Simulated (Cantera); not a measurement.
Thermodynamics of silicon nitride deposition, feed SiCl4 + N2

Feed: 1 mol SiCl4, 0.45 mol N2, held at 898.15 K and 1.00 Torr.

Equilibrium computed with Cantera from the NASA thermochemical tables; the gas is ideal and each condensed phase is pure. Candidate condensed phases: Si, Si3N4; 13 gas species. Rates play no part.

```
Property                              Value
--------------------------------  ---------
x(SiCl4)                              0.690
x(N2)                                 0.310
gas amount                        1.450 mol
log10 activity of Si(s) (absent)     -15.08
```
